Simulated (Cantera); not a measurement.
Catalytic stagnation flow on Pt

A jet of 1.63 % H2, 6.29 % O2, 92.1 % N2, equivalence ratio 0.13 at 300 K and 0.440 bar hits a platinum plate 4.5 cm away at a mass flux of 0.085 kg/m²/s; the plate temperature is set and raised in steps from an oxygen-covered start.

Computed with Cantera and Deutschmann's 1995 Pt surface mechanism with GRI-Mech 3.0 gas chemistry. Catalytic surfaces can have several steady states; this one follows from the mechanism file's or the stated starting coverage.

```csv
plate T (K),wall x H2,wall x O2,wall x H2O,wall x OH,θ free Pt,θ O*,θ OH*
600,0.000812,0.0462,0.0303,<1e-8,0.0289,0.963,0.00834
650,0.000802,0.0463,0.0301,<1e-8,0.0306,0.964,0.00561
700,0.000742,0.0462,0.0300,<1e-8,0.0346,0.961,0.00411
750,0.000577,0.0461,0.0301,<1e-8,0.0470,0.950,0.00346
800,0.000387,0.0459,0.0304,<1e-8,0.0738,0.923,0.00323
850,0.000254,0.0458,0.0305,<1e-8,0.115,0.882,0.00306
900,0.000184,0.0458,0.0305,1.91e-8,0.166,0.831,0.00286
950,0.000141,0.0457,0.0305,5.16e-8,0.224,0.774,0.00261
```
x: mole fraction at the wall; θ: surface coverage.
